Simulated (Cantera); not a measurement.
Cantera run:

```python
import numpy as np
import cantera as ct

gas_names = """
    C CH CH2 CH3 CH2OH CH3O CH4 CH3OH CO CO2 COOH C2 C2H CHCO,ketyl C2H2,acetylene C2H2,vinylidene
    CH2CO,ketene C2H3,vinyl CH3CO,acetyl C2H4 C2H4O,ethylen CH3CHO,ethanal CH3COOH (HCOOH)2 C2H5 C2H6
    CH3OCH3 C2H5OH C2O C3 C3H3,propargyl C3H4,allene C3H4,propyne C3H4,cyclo- C3H5,allyl C3H6,propylene
    C3H6,cyclo- C3H6O C3H7,n-propyl C3H7,i-propyl C3H8 C3H8O,1propanol C3H8O,2propanol C3O2 C4 C4H2
    C4H4,1,3-cyclo- C4H6,butadiene C4H6,2-butyne C4H6,cyclo- C4H8,1-butene C4H8,cis2-buten
    C4H8,tr2-butene C4H8,isobutene C4H8,cyclo- (CH3COOH)2 C4H9,n-butyl C4H9,i-butyl C4H9,s-butyl
    C4H9,t-butyl C4H10,isobutane C4H10,n-butane C5 C5H6,1,3cyclo- C5H8,cyclo- C5H10,1-pentene
    C5H10,cyclo- C5H11,pentyl C5H11,t-pentyl C5H12,n-pentane C5H12,i-pentane CH3C(CH3)2CH3 C6H2
    C6H5,phenyl C6H5O,phenoxy C6H6 C6H5OH,phenol C6H10,cyclo- C6H12,1-hexene C6H12,cyclo- C6H13,n-hexyl
    C7H7,benzyl C7H8 C7H8O,cresol C7H14,1-heptene C7H15,n-heptyl C7H16,n-heptane C8H8,styrene
    C8H10,ethylbenz C8H16,1-octene C8H17,n-octyl C8H18,isooctane C8H18,n-octane C9H19,n-nonyl
    C10H8,naphthale C10H21,n-decyl C12H9,o-bipheny C12H10,bipheny H HCO HO2 H2 HCHO,formaldehy HCOOH H2O
    H2O2 O OH O2 O3
""".split()
cond_names = """
    C(gr) C6H6(L) C7H8(L) C8H18(L),n-octa H2O(s) H2O(L)
""".split()


def load(file, names, dense=False):
    # The tables refer to 1 bar. Condensed volumes are neglected.
    table = {s.name: s for s in ct.Species.list_from_file(file)}
    out = []
    for n in names:
        d = dict(table[n].input_data)
        d["thermo"] = dict(d["thermo"], **{"reference-pressure": 1e5})
        if dense:
            d["equation-of-state"] = {"model": "constant-volume", "density": "1e6 g/cm^3"}
        out.append(ct.Species.from_dict(d))
    return out


gas = ct.Solution(thermo="ideal-gas", species=load("nasa_gas.yaml", gas_names))
cond = {s.name: ct.Solution(thermo="fixed-stoichiometry", species=[s], name=s.name)
        for s in load("nasa_condensed.yaml", cond_names, dense=True)}
atoms = {
    'toluene': {'C': 7, 'H': 8},
    'O2': {'O': 2},
    'H2': {'H': 2},
}
top_T = {'C(gr)': 4500}  # K; cautious upper limits of use, not melting points


def equilibrate(T, P, feed):
    n = {}
    for name, mol in feed.items():
        for a, k in atoms[name].items():
            n[a] = n.get(a, 0.0) + k * mol
    gas.TPX = T, P, n
    mass = sum(n.values()) * gas.mean_molecular_weight
    gas.equilibrate("TP")
    valid = [c for c in cond.values() if c.min_temp <= T <= top_T.get(c.name, c.max_temp)]
    mix = ct.Mixture([(gas, mass / gas.mean_molecular_weight)] + [(c, 0.0) for c in valid])
    mix.T, mix.P = T, P
    mix.equilibrate("TP", solver="vcs", rtol=1e-11, max_steps=5000)
    return mix


results = []
T = 748  # K
P = 1333.22  # Pa
for m in [9.3, 15, 21, 27, 33, 38, 44, 50, 56, 62, 67]:
    feed = {'toluene': 1, 'O2': 0.05, 'H2': m}  # mol
    mix = equilibrate(T, P, feed)
    results.append((T, P, feed, dict(zip(mix.species_names, mix.species_moles))))
    x = sorted(zip(gas.X, gas.species_names), reverse=True)
    print(f"T = {T:g} K  P = {P:g} Pa  n(H2) = {m:g} mol  gas = {mix.phase_moles(0):.4g} mol")
    print("   x: " + "  ".join(f"{s} {v:.3e}" for v, s in x if v > 1e-06))
    print("   condensed (mol): " + ("  ".join(f"{mix.phase(i).name} {mix.phase_moles(i):.4g}"
          for i in range(1, mix.n_phases) if mix.phase_moles(i) > 1e-12) or "none"))
```

Result:

```
T = 748 K  P = 1333.22 Pa  n(H2) = 9.3 mol  gas = 12.83 mol
   x: H2 9.522e-01  CH4 4.006e-02  H2O 4.186e-03  CO 3.421e-03  CO2 9.351e-05
   condensed (mol): C(gr) 6.441
T = 748 K  P = 1333.22 Pa  n(H2) = 15 mol  gas = 18.31 mol
   x: H2 9.543e-01  CH4 4.024e-02  H2O 2.957e-03  CO 2.412e-03  CO2 4.647e-05
   condensed (mol): C(gr) 6.218
T = 748 K  P = 1333.22 Pa  n(H2) = 21 mol  gas = 24.07 mol
   x: H2 9.555e-01  CH4 4.034e-02  H2O 2.260e-03  CO 1.840e-03  CO2 2.706e-05
   condensed (mol): C(gr) 5.984
T = 748 K  P = 1333.22 Pa  n(H2) = 27 mol  gas = 29.84 mol
   x: H2 9.563e-01  CH4 4.040e-02  H2O 1.828e-03  CO 1.488e-03  CO2 1.769e-05
   condensed (mol): C(gr) 5.75
T = 748 K  P = 1333.22 Pa  n(H2) = 33 mol  gas = 35.6 mol
   x: H2 9.568e-01  CH4 4.044e-02  H2O 1.535e-03  CO 1.249e-03  CO2 1.246e-05
   condensed (mol): C(gr) 5.515
T = 748 K  P = 1333.22 Pa  n(H2) = 38 mol  gas = 40.41 mol
   x: H2 9.571e-01  CH4 4.047e-02  H2O 1.354e-03  CO 1.101e-03  CO2 9.689e-06
   condensed (mol): C(gr) 5.32
T = 748 K  P = 1333.22 Pa  n(H2) = 44 mol  gas = 46.18 mol
   x: H2 9.573e-01  CH4 4.049e-02  H2O 1.186e-03  CO 9.644e-04  CO2 7.432e-06
   condensed (mol): C(gr) 5.085
T = 748 K  P = 1333.22 Pa  n(H2) = 50 mol  gas = 51.94 mol
   x: H2 9.576e-01  CH4 4.051e-02  H2O 1.056e-03  CO 8.579e-04  CO2 5.881e-06
   condensed (mol): C(gr) 4.851
T = 748 K  P = 1333.22 Pa  n(H2) = 56 mol  gas = 57.71 mol
   x: H2 9.577e-01  CH4 4.053e-02  H2O 9.508e-04  CO 7.726e-04  CO2 4.770e-06
   condensed (mol): C(gr) 4.616
T = 748 K  P = 1333.22 Pa  n(H2) = 62 mol  gas = 63.47 mol
   x: H2 9.579e-01  CH4 4.054e-02  H2O 8.649e-04  CO 7.027e-04  CO2 3.946e-06
   condensed (mol): C(gr) 4.382
T = 748 K  P = 1333.22 Pa  n(H2) = 67 mol  gas = 68.28 mol
   x: H2 9.580e-01  CH4 4.055e-02  H2O 8.044e-04  CO 6.534e-04  CO2 3.412e-06
   condensed (mol): C(gr) 4.187
```

Equilibrium computed with Cantera from the NASA thermochemical tables; the gas is ideal and each condensed phase is pure.
